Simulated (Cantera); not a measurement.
Charge: 1 mol CO, 0.51 mol O₂, 4.3 mol N₂, at 0.00140 bar.

Method: chemical equilibrium by Gibbs-energy minimisation in Cantera with the NASA 1993 tables (ideal gas, pure condensed phases). Candidate condensed phases: C; 24 gas species. The numbers say what is thermodynamically allowed, not how fast it happens.

Q: At 2623 K, list the 5 most abundant gas species with their mole fractions, and the condensed phases.

A: N₂ 0.702, CO 0.152, O 0.103, O₂ 0.0221, CO₂ 0.0123. Condensed: gas only.
